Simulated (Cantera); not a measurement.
An isothermal, constant-pressure homogeneous reactor starts with 15.9 % C2H4, 84.1 % H2, at 1575 K and 2670 Pa.

Model: GRI-Mech 3.0 (53 species, 325 reactions), integrated in Cantera. GRI-Mech 3.0 was tuned for natural gas; its chemistry of ethylene as a main component is partial and can be far from experiment. GRI-Mech 3.0 stops at C3 and has no aromatics, soot or wall deposition, so with more carbon than oxygen in the feed, carbon stays in small species such as C2H2 where larger ones or solid carbon would form. Radical loss at walls, strong at low pressure, is not modelled.

x: mole fraction; the columns are a selection and need not sum to one.

```json
[
 {"t (s)": "0.00100", "x C2H4": "0.158", "x H2": "0.841", "x CH2": "5.90e-11", "x CH3": "8.41e-10", "x C2H": "3.64e-12"},
 {"t (s)": "0.00179", "x C2H4": "0.157", "x H2": "0.842", "x CH2": "1.08e-10", "x CH3": "2.00e-9", "x C2H": "1.19e-11"},
 {"t (s)": "0.00322", "x C2H4": "0.155", "x H2": "0.842", "x CH2": "1.96e-10", "x CH3": "4.79e-9", "x C2H": "3.96e-11"},
 {"t (s)": "0.00578", "x C2H4": "0.152", "x H2": "0.842", "x CH2": "3.50e-10", "x CH3": "1.11e-8", "x C2H": "1.33e-10"},
 {"t (s)": "0.0104", "x C2H4": "0.145", "x H2": "0.843", "x CH2": "5.91e-10", "x CH3": "2.36e-8", "x C2H": "4.43e-10"},
 {"t (s)": "0.0186", "x C2H4": "0.133", "x H2": "0.845", "x CH2": "8.46e-10", "x CH3": "4.16e-8", "x C2H": "1.32e-9"},
 {"t (s)": "0.0334", "x C2H4": "0.111", "x H2": "0.848", "x CH2": "9.07e-10", "x CH3": "5.70e-8", "x C2H": "3.12e-9"},
 {"t (s)": "0.0599", "x C2H4": "…", "x H2": "0.852", "x CH2": "7.54e-10", "x CH3": "…", "x C2H": "…"},
 {"t (s)": "0.107", "x C2H4": "0.0413", "x H2": "0.857", "x CH2": "5.07e-10", "x CH3": "9.60e-8", "x C2H": "1.15e-8"},
 {"t (s)": "0.193", "x C2H4": "0.0103", "x H2": "0.861", "x CH2": "2.25e-10", "x CH3": "1.81e-7", "x C2H": "2.48e-8"},
 {"t (s)": "0.346", "x C2H4": "0.000529", "x H2": "0.863", "x CH2": "1.33e-10", "x CH3": "5.72e-7", "x C2H": "7.76e-8"},
 {"t (s)": "0.621", "x C2H4": "0.000433", "x H2": "0.863", "x CH2": "2.63e-10", "x CH3": "…", "x C2H": "1.10e-7"},
 {"t (s)": "1.11", "x C2H4": "0.000433", "x H2": "0.863", "x CH2": "3.12e-10", "x CH3": "1.09e-6", "x C2H": "1.11e-7"},
 {"t (s)": "2.00", "x C2H4": "0.000433", "x H2": "0.863", "x CH2": "3.94e-10", "x CH3": "1.41e-6", "x C2H": "1.11e-7"}
]
```

What belongs in the gaps?


- 0.0599, x C2H4: 0.0790
- 0.0599, x CH3: 6.97e-8
- 0.0599, x C2H: 6.08e-9
- 0.621, x CH3: 9.02e-7
